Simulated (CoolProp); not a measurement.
The fluid at 298.15 K and 1.41 MPa is compressed adiabatically to 3.63 MPa with isentropic efficiency 0.85. The same conditions are run with several fluids, on thermodynamics alone (safety and materials aside).

Model: reference Helmholtz-energy equation of state of each fluid (R1132(E): Akasaka 2024; methane: Setzmann 1991; ethylene: Smukala 2000; C2F6 (R116): Lemmon 2006; sulfur hexafluoride: Guder 2009), in CoolProp.

| fluid | work (kJ/kg) | final temperature (K) | final phase | final density (kg/m³) |
|---|---|---|---|---|
| R1132(E) | 35.5 | (withheld) | gas | 109 |
| methane | 188 | (withheld) | gas | (withheld) |
| ethylene | (withheld) | (withheld) | gas | 37.3 |
| C2F6 (R116) | 16.2 | 334.7 | supercritical | (withheld) |
| sulfur hexafluoride | 14.8 | 338.7 | gas | 283 |

Complete the blanks.


- R1132(E), final temperature (K): 355.7
- methane, final temperature (K): 381.9
- methane, final density (kg/m³): 18.7
- ethylene, work (kJ/kg): 97.6
- ethylene, final temperature (K): 368.0
- C2F6 (R116), final density (kg/m³): 254
